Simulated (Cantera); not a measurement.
An isothermal, constant-pressure homogeneous reactor starts with 92.2 % N₂O, 7.83 % H₂O, at 1575 K and 1.78 atm.

Computed with Cantera and GRI-Mech 3.0 (53 species, 325 reactions). GRI-Mech 3.0 was tuned for natural gas; its chemistry of N2O as a main component is partial and can be far from experiment. The temperature is held fixed by assumption; the heat of reaction is taken as removed at once.

Q: Predict: x(N₂O) at 4.00 s; x(H₂O) at 4.00 s; x(OH) at 4.00 s; x(H₂) at 4.00 s; x(H₂O₂) at 4.00 s.

A: 
| Property | Result |
|---|---|
| x(N₂O) at 4.00 s | 3.42e-6 (gas-phase equilibrium 1.37e-7) |
| x(H₂O) at 4.00 s | 0.0536 (gas-phase equilibrium 0.0536) |
| x(OH) at 4.00 s | 9.76e-5 (gas-phase equilibrium 0.000102) |
| x(H₂) at 4.00 s | 3.88e-7 (gas-phase equilibrium 3.53e-7) |
| x(H₂O₂) at 4.00 s | 1.16e-8 (gas-phase equilibrium 1.27e-8) |
